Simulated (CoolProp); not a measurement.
Tetradecamethylhexasiloxane (MD4M) along the isotherm 620 K: fugacity coefficient from the reference equation and from simpler models built on Tc = 653.2 K, pc = 0.8286 MPa, ω = 0.800; each cubic takes its own stable root.

Values from CoolProp's reference Helmholtz-energy equation of state, Thol 2019.

| p (MPa) | phase | reference | Redlich-Kwong | Soave-Redlich-Kwong |
|---|---|---|---|---|
| 0.0262 | gas | 0.9846 | 0.9875 | 0.9866 |
| 0.0385 | gas | 0.9774 | 0.9817 | 0.9804 |
| 0.0564 | gas | 0.9669 | 0.9732 | 0.9713 |
| 0.0829 | gas | 0.9515 | 0.9607 | 0.9579 |
| 0.122 | gas | 0.9289 | 0.9423 | 0.9381 |
| 0.179 | gas | 0.8962 | 0.9156 | 0.9096 |
| 0.262 | gas | 0.8490 | 0.8771 | 0.8682 |
| 0.385 | gas | 0.7798 | 0.8202 | 0.8069 |
| 0.564 | liquid | 0.6420 | 0.7364 | 0.6803 |
| 0.829 | liquid | 0.4580 | 0.5553 | 0.4897 |
| 1.22 | liquid | 0.3332 | 0.4112 | 0.3602 |
| 1.79 | liquid | 0.2501 | 0.3148 | 0.2739 |
| 2.62 | liquid | 0.1958 | 0.2519 | 0.2177 |
| 3.85 | liquid | 0.1619 | 0.2136 | 0.1833 |
| 5.64 | liquid | 0.1454 | 0.1969 | 0.1679 |
| 8.29 | liquid | 0.1464 | 0.2039 | 0.1726 |

At some of these states Redlich-Kwong gives the other phase, because its saturation line lies elsewhere.
